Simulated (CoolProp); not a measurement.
Octamethyltrisiloxane (MDM) along the isotherm 575 K: Z from the reference equation and from simpler models built on Tc = 565.4 K, pc = 1.438 MPa, ω = 0.528; each cubic takes its own stable root.

The numbers come from the reference Helmholtz-energy equation of state, Thol 2017 in CoolProp.

```json
[
 {"p (MPa)": "0.276", "phase": "gas", "reference": "0.9370", "van der Waals": "0.9426", "Soave-Redlich-Kwong": "0.9363", "Peng-Robinson": "0.9292"},
 {"p (MPa)": "0.553", "phase": "gas", "reference": "0.8661", "van der Waals": "0.8783", "Soave-Redlich-Kwong": "0.8663", "Peng-Robinson": "0.8525"},
 {"p (MPa)": "0.829", "phase": "gas", "reference": "0.7845", "van der Waals": "0.8042", "Soave-Redlich-Kwong": "0.7878", "Peng-Robinson": "0.7679"},
 {"p (MPa)": "1.11", "phase": "gas", "reference": "0.6832", "van der Waals": "0.7112", "Soave-Redlich-Kwong": "0.6935", "Peng-Robinson": "0.6682"},
 {"p (MPa)": "1.38", "phase": "gas", "reference": "0.5513", "van der Waals": "0.5808", "Soave-Redlich-Kwong": "0.5741", "Peng-Robinson": "0.5455"},
 {"p (MPa)": "1.66", "phase": "supercritical", "reference": "0.2933", "van der Waals": "0.3264", "Soave-Redlich-Kwong": "0.3469", "Peng-Robinson": "0.3237"},
 {"p (MPa)": "1.94", "phase": "supercritical", "reference": "0.2501", "van der Waals": "0.3364", "Soave-Redlich-Kwong": "0.3052", "Peng-Robinson": "0.2787"},
 {"p (MPa)": "2.21", "phase": "supercritical", "reference": "0.2643", "van der Waals": "0.3611", "Soave-Redlich-Kwong": "0.3164", "Peng-Robinson": "0.2873"},
 {"p (MPa)": "2.49", "phase": "supercritical", "reference": "0.2845", "van der Waals": "0.3902", "Soave-Redlich-Kwong": "0.3352", "Peng-Robinson": "0.3036"},
 {"p (MPa)": "2.76", "phase": "supercritical", "reference": "0.3058", "van der Waals": "0.4194", "Soave-Redlich-Kwong": "0.3557", "Peng-Robinson": "0.3216"},
 {"p (MPa)": "3.04", "phase": "supercritical", "reference": "0.3285", "van der Waals": "0.4502", "Soave-Redlich-Kwong": "0.3780", "Peng-Robinson": "0.3414"},
 {"p (MPa)": "3.32", "phase": "supercritical", "reference": "0.3515", "van der Waals": "0.4811", "Soave-Redlich-Kwong": "0.4008", "Peng-Robinson": "0.3617"},
 {"p (MPa)": "3.59", "phase": "supercritical", "reference": "0.3737", "van der Waals": "0.5110", "Soave-Redlich-Kwong": "0.4230", "Peng-Robinson": "0.3814"}
]
```
